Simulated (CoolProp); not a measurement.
A simple Rankine cycle with R123: condensing at 292.15 K, boiler at 1.24 MPa, turbine inlet 396.8 K, turbine efficiency 0.7, pump efficiency 0.6, no recuperator. Each further row changes one setting.

The numbers come from the reference Helmholtz-energy equation of state, Younglove 1994 in CoolProp. It is a modified Benedict-Webb-Rubin equation, recast in Helmholtz form.

```csv
case,thermal efficiency (%),net work (kJ/kg),heat in (kJ/kg),turbine exit temperature (K),volume ratio over the turbine
as stated,14.0,[?],232,328.6,[?]
turbine inlet 416.8 K,14.1,35.4,[?],[?],17.3
condensing temperature 284.15 K,15.1,36.2,[?],323.0,24.6
boiler pressure 0.868 MPa,12.7,30.5,[?],341.2,[?]
turbine efficiency 0.6,[?],27.7,232,335.3,18.5
```

**Question.** What belongs in the gaps?

**Answer.** 
- as stated, net work (kJ/kg): 32.6
- as stated, volume ratio over the turbine: 18.1
- turbine inlet 416.8 K, heat in (kJ/kg): 251
- turbine inlet 416.8 K, turbine exit temperature (K): 350.5
- condensing temperature 284.15 K, heat in (kJ/kg): 240
- boiler pressure 0.868 MPa, heat in (kJ/kg): 239
- boiler pressure 0.868 MPa, volume ratio over the turbine: 11.9
- turbine efficiency 0.6, thermal efficiency (%): 12.0
